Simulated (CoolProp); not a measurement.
Model: reference Helmholtz-energy equation of state, Akasaka 2024, in CoolProp.

Q: Give the vapour pressure (MPa), liquid density (kg/m³), vapour density (kg/m³), liquid cp (kJ/(kg K)) of saturated R1132(E) at 248.2, 261.4, 274.5 K.

A: 
```
T (K)  p (MPa)  liquid density (kg/m³)  vapour density (kg/m³)  liquid cp (kJ/(kg K))
-----  -------  ----------------------  ----------------------  ---------------------
248.2    0.345                    1070                    11.6                   1.67
261.4    0.556                    1040                    18.4                   1.70
274.5    0.851                     998                    28.0                   1.75
```
